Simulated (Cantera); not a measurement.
A closed system holds: 1 mol SiCl4, 2.1 mol Cl2, 7.2 mol H2, held at 1298.15 K and 0.100 bar.

Cantera equilibrium calculation (NASA polynomials, part measured and part estimated; ideal gas, pure solids and liquids). Candidate condensed phases: Si; 19 gas species. The tables' values for SiCl3 are old estimates; treat these amounts as uncertain. Rates play no part.

Base state: H2 0.482, HCl 0.422, SiCl4 0.0828, SiCl3 0.00640, SiHCl3 0.00427, SiCl2 0.00295, SiH2Cl2 3.10e-5 (mole fractions); condensed: gas only.

**Question.** What changes in the equilibrium state with this change: temperature from 1298.15 K to 900 K?

**Answer.** 
| species | before | after |
|---|---|---|
| H2 | 0.482 | 0.495 |
| HCl | 0.422 | 0.408 |
| SiCl4 | 0.0828 | 0.0967 |
| SiCl2 | 0.00295 | 1.91e-8 |
| SiCl3 | 0.00640 | 6.23e-6 |
| SiH2Cl2 | 3.10e-5 | 1.09e-7 |
| SiHCl3 | 0.00427 | 0.000333 |

**Question.** What changes in the equilibrium state with this change: temperature from 1298.15 K to 1475 K?

**Answer.** 
```tsv
species	before	after
HCl	0.422	0.472
H2	0.482	0.435
SiCl4	0.0828	0.0425
SiCl2	0.00295	0.0284
SiCl3	0.00640	0.0188
Cl	1.74e-6	2.38e-5
H	2.36e-6	2.70e-5
SiH2Cl2	3.10e-5	5.08e-5
SiHCl3	0.00427	0.00371
```
